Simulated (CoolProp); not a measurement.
Saturation properties of CH2F2 (R32) (Tc = 351.3 K, pc = 5.783 MPa, ω = 0.277).

Model: reference Helmholtz-energy equation of state, Tillner-Roth 1997, in CoolProp.

```
T (K)   p (MPa)  enthalpy of vaporisation (kJ/kg)  liquid cp (kJ/(kg K))  vapour Z  vapour viscosity (µPa s)
-----  --------  --------------------------------  ---------------------  --------  ------------------------
167.4  0.002225                             434.8                  1.562    0.9966                         …
174.3  0.004226                             428.4                  1.560    0.9948                      7.71
181.1  0.007525                             422.1                  1.559    0.9923                      8.02
188     0.01287                             415.6                  1.559    0.9890                         …
194.9         …                             409.0                  1.561    0.9848                      8.64
201.8   0.03314                             402.3                  1.565    0.9795                      8.96
208.6   0.05010                             395.4                  1.571    0.9732                         …
215.5         …                             388.3                      …    0.9656                      9.59
```

### Question
Some entries are withheld; supply them.

### Answer

- 167.4, vapour viscosity (µPa s): 7.40
- 188, vapour viscosity (µPa s): 8.33
- 194.9, p (MPa): 0.02105
- 208.6, vapour viscosity (µPa s): 9.27
- 215.5, p (MPa): 0.07391
- 215.5, liquid cp (kJ/(kg K)): 1.579

It boils at 221.5 K under 1 atm.

Viscosity comes from a separate model (Bell 2016), an estimate that may be off by 10 % or more.
